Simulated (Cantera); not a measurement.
Cantera run, input and output.

```python
import numpy as np
import cantera as ct

gas = ct.Solution("gri30.yaml")


def delay(T, t_max=10):
    gas.TPX = T, 160000, {'CH4': 1, 'O2': 1.05, 'N2': 3.96, 'H2O': 0.7}
    reactor = ct.IdealGasConstPressureReactor(gas, clone=False)
    net = ct.ReactorNet([reactor])
    net.rtol, net.atol = 1e-8, 1e-16
    while net.time < t_max:
        t_old, T_old = net.time, reactor.T
        net.step()
        if reactor.T > T + 400:  # ignition: a rise of 400 K
            return t_old + (T + 400 - T_old) / (reactor.T - T_old) * (net.time - t_old)
    return np.nan


taus = []
for T in [1225, 1300, 1375, 1450, 1525, 1600, 1675, 1750, 1825]:
    taus.append(delay(T))
    print(f"T0 = {T:6g} K   tau = {taus[-1]:.4e} s")
```

Result:

```
T0 =   1225 K   tau = 3.9426e-02 s
T0 =   1300 K   tau = 1.5240e-02 s
T0 =   1375 K   tau = 6.1320e-03 s
T0 =   1450 K   tau = 2.5545e-03 s
T0 =   1525 K   tau = 1.1097e-03 s
T0 =   1600 K   tau = 5.0988e-04 s
T0 =   1675 K   tau = 2.5123e-04 s
T0 =   1750 K   tau = 1.3370e-04 s
T0 =   1825 K   tau = 7.6731e-05 s
```

Model: GRI-Mech 3.0 (53 species, 325 reactions), integrated in Cantera.
